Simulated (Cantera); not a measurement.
A Cantera script and its output.

```python
import numpy as np
import cantera as ct

gas = ct.Solution("gri30.yaml")
gas.TPX = 1875, 1200, {'C3H8': 1, 'H2': 63}
reactor = ct.IdealGasConstPressureReactor(gas, energy="off", clone=False)
net = ct.ReactorNet([reactor])
net.rtol, net.atol = 1e-08, 1e-18
show = ['C3H8', 'H2', 'CH3', 'C2H', 'H', 'C2H2', 'CH4']
times = np.geomspace(9e-05, 10, 10)

steps = ct.SolutionArray(gas, extra=["t"])
rows = []
print(f"{'t/s':>10s}{'T/K':>9s}{'P/Pa':>11s}" + "".join(f"{s:>11s}" for s in show))
for t in times:
    while net.time < t:
        t_next = net.step()
        steps.append(gas.state, t=t_next)
    rows.append([np.interp(t, steps.t, y) for y in (steps.T, steps.P, *steps(*show).X.T)])
    print(f"{t:10.3e}{rows[-1][0]:9.1f}{rows[-1][1]:11.4g}" + "".join(f"{x:11.3e}" for x in rows[-1][2:]))
rate = np.gradient(steps.T, steps.t)
print("integrator steps:", len(steps.t))
if steps.T.max() > steps.T[0] + 200:
    print(f"time of steepest temperature rise: {steps.t[rate.argmax()]:.4e} s")
gas.TPX = 1875, 1200, {'C3H8': 1, 'H2': 63}
gas.equilibrate("TP")
print(f"equilibrium (TP): T = {gas.T:.1f} K  " + "  ".join(f"{s} {gas[s].X[0]:.3e}" for s in show))
```

Result:

```
       t/s      T/K       P/Pa       C3H8         H2        CH3        C2H          H       C2H2        CH4
 9.000e-05   1875.0       1200  3.605e-03  9.651e-01  6.714e-03  2.409e-08  5.633e-03  3.555e-04  9.605e-03
 3.273e-04   1875.0       1200  1.279e-06  9.568e-01  3.638e-03  6.199e-07  8.837e-03  5.666e-03  1.933e-02
 1.190e-03   1875.0       1200  7.711e-10  9.591e-01  2.810e-03  9.496e-07  7.012e-03  1.095e-02  1.931e-02
 4.327e-03   1875.0       1200  4.823e-10  9.611e-01  2.249e-03  9.257e-07  6.018e-03  1.247e-02  1.805e-02
 1.573e-02   1875.0       1200  1.946e-10  9.641e-01  1.511e-03  8.394e-07  4.794e-03  1.424e-02  1.525e-02
 5.721e-02   1875.0       1200  5.075e-11  9.675e-01  9.110e-04  8.466e-07  4.124e-03  1.675e-02  1.071e-02
 2.080e-01   1875.0       1200  6.014e-12  9.703e-01  4.617e-04  1.079e-06  4.480e-03  1.971e-02  5.004e-03
 7.563e-01   1875.0       1200  1.575e-13  9.716e-01  1.467e-04  1.404e-06  5.324e-03  2.161e-02  1.339e-03
 2.750e+00   1875.0       1200  2.214e-15  9.716e-01  3.570e-05  1.585e-06  5.861e-03  2.216e-02  2.959e-04
 1.000e+01   1875.0       1200  1.158e-16  9.717e-01  1.057e-05  1.614e-06  5.938e-03  2.227e-02  8.645e-05
integrator steps: 1319
equilibrium (TP): T = 1875.0 K  C3H8 5.907e-17  H2 9.717e-01  CH3 7.100e-06  C2H 1.616e-06  H 5.941e-03  C2H2 2.228e-02  CH4 5.805e-05
```

Detailed kinetics in Cantera: GRI-Mech 3.0 (53 species, 325 reactions). GRI-Mech 3.0 was tuned for natural gas; its chemistry of propane as a main component is partial and can be far from experiment. GRI-Mech 3.0 stops at C3 and has no aromatics, soot or wall deposition, so with more carbon than oxygen in the feed, carbon stays in small species such as C2H2 where larger ones or solid carbon would form. Radical loss at walls, strong at low pressure, is not modelled.
